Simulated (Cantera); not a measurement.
Charge: 1 mol BN, 1.1 mol HCl, 22 mol H2, held at 54000 Pa.

These are equilibrium values from Cantera (NASA tables, ideal gas, pure condensed phases), not measurements of a reactor. Candidate condensed phases: B, BN, NH4Cl; 21 gas species. The tables' values for BCl, BH2, BCl2 are old estimates; treat these amounts as uncertain. Kinetics and transport are ignored. All values below are at 1500 °C.

Base state: H2 0.952, HCl 0.0474, H 0.000378, BCl 7.00e-5, N2 6.57e-5, BH2 2.74e-5, BCl3 1.81e-5, Cl 1.45e-5 (mole fractions); condensed: BN(s).

Problem. What changes in the equilibrium state with this change: pressure from 54000 Pa to 53.0 Pa?

Solution. 
```
species       before     after
----------  --------  --------
H2             0.952     0.936
HCl           0.0474    0.0395
H           0.000378    0.0120
BCl          7.00e-5   0.00698
N2           6.57e-5   0.00484
Cl           1.45e-5  0.000388
BCl3         1.81e-5   1.25e-6
BN(s), mol     0.997     0.773
B(s), mol          0    0.0600
```
Mutual solubility and eutectic melting of coexisting phases are not modelled.
